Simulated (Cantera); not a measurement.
Cantera run, input and output.

```python
import numpy as np
import cantera as ct

surf = ct.Interface("diamond.yaml", "diamond_100")
gas, bulk = surf.adjacent["gas"], surf.adjacent["diamond"]
k = surf.kinetics_species_index(bulk.species_names[0])
cover = ["c6HH", "c6H*", "c6*H", "c6**", "c6HM", "c6B"]

rows, drift = [], 0.0
print(f"{'xH':>10s}{'um/h':>11s}" + "".join(f"{s:>11s}" for s in cover))
for v in [0.0001, 0.0002, 0.00038, 0.00075, 0.0015, 0.0028, 0.0056, 0.011, 0.021]:
    T, P, xH, xCH3 = 1323, 4800, v, 0.00087
    gas.TPX = T, P, {"H": xH, "CH3": xCH3, "CH4": 0.0083, "H2": 1 - xH - xCH3 - 0.0083}
    surf.TP = bulk.TP = T, P
    surf.coverages = "c6H*:0.1, c6HH:0.9"
    surf.advance_coverages(100.0)
    before = surf.coverages
    surf.advance_coverages(100.0)
    drift = max(drift, np.max(np.abs(surf.coverages - before) / (surf.coverages + 1e-9)))
    rate = surf.net_production_rates[k] * bulk.mean_molecular_weight / bulk.density * 3.6e9
    rows.append([rate, *surf[cover].coverages])
    print(f"{v:10.4g}{rate:11.4e}" + "".join(f"{x:11.3e}" for x in rows[-1][1:]))
```

Result:

```
        xH       um/h       c6HH       c6H*       c6*H       c6**       c6HM        c6B
    0.0001 1.4499e-01  6.706e-01  2.851e-02  2.934e-01  3.616e-03  4.536e-04  3.934e-10
    0.0002 5.1160e-01  5.666e-01  3.710e-02  3.818e-01  8.057e-03  6.146e-04  1.388e-09
   0.00038 1.2762e+00  4.900e-01  4.314e-02  4.439e-01  1.447e-02  7.651e-04  3.463e-09
   0.00075 2.6246e+00  4.349e-01  4.722e-02  4.858e-01  2.312e-02  9.237e-04  7.122e-09
    0.0015 4.4186e+00  4.010e-01  4.951e-02  5.093e-01  3.232e-02  1.071e-03  1.199e-08
    0.0028 6.2177e+00  3.834e-01  5.059e-02  5.203e-01  3.936e-02  1.171e-03  1.687e-08
    0.0056 8.4845e+00  3.726e-01  5.122e-02  5.265e-01  4.494e-02  1.229e-03  2.302e-08
     0.011 1.1422e+01  3.671e-01  5.157e-02  5.295e-01  4.830e-02  1.223e-03  3.099e-08
     0.021 1.5596e+01  3.643e-01  5.181e-02  5.309e-01  5.017e-02  1.156e-03  4.232e-08
```

Cantera simulation using the Harris–Goodwin 1993 mechanism for the reconstructed diamond (100) surface; the numbers are that mechanism's predictions, not measurements.
